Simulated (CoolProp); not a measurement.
Vapour-liquid equilibrium of hydrogen sulfide (1) + isobutane (2) at 41.35 °C; x and y are mole fractions of (1).

Model: multi-fluid Helmholtz-energy mixture model, Lemmon 2006 and Bücker 2006; pair parameters Kunz 2012, in CoolProp.

| x | bubble pressure, mixture model (MPa) | bubble pressure, Raoult's law (MPa) | y, mixture model | y, Raoult's law |
|---|---|---|---|---|
| 0.05 | … | 0.6703 | 0.229 | 0.220 |
| 0.2 | 1.174 | 1.030 | … | 0.573 |
| 0.35 | 1.594 | 1.390 | 0.711 | 0.743 |
| 0.5 | 1.948 | 1.750 | … | 0.843 |
| 0.65 | 2.257 | 2.110 | 0.852 | 0.909 |
| 0.8 | 2.550 | 2.470 | 0.910 | 0.955 |
| 0.95 | 2.848 | 2.830 | … | 0.990 |

**Question.** What belongs in the gaps?

**Answer.** 
- 0.05, bubble pressure, mixture model (MPa): 0.7053
- 0.2, y, mixture model: 0.568
- 0.5, y, mixture model: 0.792
- 0.95, y, mixture model: 0.975

The largest gap from Raoult's law is +14.7 % in bubble pressure, at x = 0.35. No azeotrope shows between x = 0.05 and 0.95.

The pair parameters rest on a limited set of measurements; away from them the model extrapolates.
